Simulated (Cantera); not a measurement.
A perfectly stirred reactor is fed with 9.87 % H2, 6.09 % O2, 73.2 % N2, 10.9 % H2O, equivalence ratio 0.81, at 2480 Torr; it is adiabatic with a 625 K inlet, and is followed from long to short residence time, starting on the burning branch (τ in s: 0.43, 0.15, 0.05, 0.017, 0.0057, 0.0019, 0.00065, 0.00022, 7.4e-05, 2.5e-05).

Cantera simulation using the H2/O2 subset of GRI-Mech 3.0, which has no nitrogen chemistry; the numbers are that mechanism's predictions, not measurements. The hydrogen kinetics of GRI-Mech 3.0 are dated; newer H2 mechanisms differ, most at raised pressure.

x: mole fraction; the columns are a selection and need not sum to one.

| τ (s) | T (K) | x H2 | x O2 | x H2O | x HO2 | x O | x OH |
|---|---|---|---|---|---|---|---|
| 0.43 | 1363 | 0.000102 | 0.0122 | 0.218 | 2.36e-6 | 1.33e-6 | ? |
| 0.15 | 1362 | 0.000216 | 0.0122 | 0.218 | 4.77e-6 | 2.66e-6 | ? |
| 0.050 | 1360 | 0.000455 | 0.0123 | 0.218 | 9.08e-6 | 5.88e-6 | ? |
| 0.017 | 1356 | 0.000901 | 0.0125 | 0.217 | 1.53e-5 | 1.34e-5 | ? |
| 0.0057 | 1350 | 0.00174 | 0.0129 | 0.216 | 2.34e-5 | 3.07e-5 | ? |
| 0.0019 | 1337 | 0.00336 | 0.0137 | 0.214 | 3.32e-5 | 6.71e-5 | ? |
| 0.00065 | 1311 | 0.00674 | 0.0154 | 0.210 | 4.61e-5 | 0.000128 | ? |
| 0.00022 | 625 | 0.0987 | 0.0609 | 0.109 | <1e-12 | <1e-12 | <1e-12 |
| 7.4e-5 | 625 | 0.0987 | 0.0609 | 0.109 | <1e-12 | <1e-12 | <1e-12 |
| 2.5e-5 | 625 | 0.0987 | 0.0609 | 0.109 | <1e-12 | <1e-12 | <1e-12 |

**Question.** Fill in the missing entries.

**Answer.** 
- 0.43, x OH: 6.21e-5
- 0.15, x OH: 8.17e-5
- 0.050, x OH: 0.000112
- 0.017, x OH: 0.000160
- 0.0057, x OH: 0.000232
- 0.0019, x OH: 0.000326
- 0.00065, x OH: 0.000406
